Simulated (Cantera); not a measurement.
An isothermal, constant-pressure homogeneous reactor starts with C₂H₆ : N₂ = 1 : 1.9 (molar parts), at 1600 K and 1130 Torr.

Cantera simulation using GRI-Mech 3.0 (53 species, 325 reactions); the numbers are that mechanism's predictions, not measurements. GRI-Mech 3.0 stops at C3 and has no aromatics, soot or wall deposition, so with more carbon than oxygen in the feed, carbon stays in small species such as C2H2 where larger ones or solid carbon would form.

x: mole fraction; the columns are a selection and need not sum to one.

| t (s) | x C₂H₆ | x C₂H₄ | x CH₄ | x C₂H | x H | x H₂ | x CH₃ |
|---|---|---|---|---|---|---|---|
| 1.00e-5 | 0.273 | 0.0384 | 0.0155 | 7.93e-9 | 0.000113 | 0.0349 | ? |
| 3.15e-5 | 0.149 | 0.108 | 0.0486 | 3.72e-8 | 0.000135 | 0.104 | ? |
| 9.92e-5 | 0.0265 | 0.149 | 0.0900 | 1.03e-7 | 0.000139 | 0.188 | ? |
| 0.000312 | 0.00155 | 0.111 | 0.0956 | 6.42e-8 | 5.22e-5 | 0.236 | ? |
| 0.000984 | 0.000162 | 0.0730 | 0.0931 | 3.36e-8 | 2.22e-5 | 0.263 | ? |
| 0.00310 | 8.54e-5 | 0.0327 | 0.0894 | 3.64e-8 | 2.08e-5 | 0.291 | ? |
| 0.00976 | 5.79e-5 | 0.0104 | 0.0854 | 3.87e-8 | 2.09e-5 | 0.309 | 0.000117 |
| 0.0307 | 5.00e-5 | 0.00939 | 0.0787 | 3.96e-8 | 2.16e-5 | 0.316 | 0.000109 |
| 0.0968 | 3.80e-5 | 0.00991 | 0.0644 | 4.17e-8 | 2.33e-5 | 0.332 | ? |
| 0.305 | 2.70e-5 | 0.0106 | 0.0472 | 4.48e-8 | 2.58e-5 | 0.350 | ? |
| 0.960 | 2.44e-5 | 0.0108 | 0.0421 | 4.60e-8 | 2.67e-5 | 0.356 | 6.40e-5 |
| 3.02 | 2.43e-5 | 0.0108 | 0.0420 | 4.60e-8 | 2.67e-5 | 0.356 | 6.39e-5 |
| 9.53 | 2.43e-5 | 0.0108 | 0.0420 | 4.60e-8 | 2.67e-5 | 0.356 | 6.39e-5 |
| 30.0 | 2.43e-5 | 0.0108 | 0.0420 | 4.60e-8 | 2.67e-5 | 0.356 | 6.39e-5 |

Fill in the missing entries.


- 1.00e-5, x CH₃: 0.00553
- 3.15e-5, x CH₃: 0.00428
- 9.92e-5, x CH₃: 0.00180
- 0.000312, x CH₃: 0.000425
- 0.000984, x CH₃: 0.000157
- 0.00310, x CH₃: 0.000129
- 0.0968, x CH₃: 9.15e-5
- 0.305, x CH₃: 7.05e-5
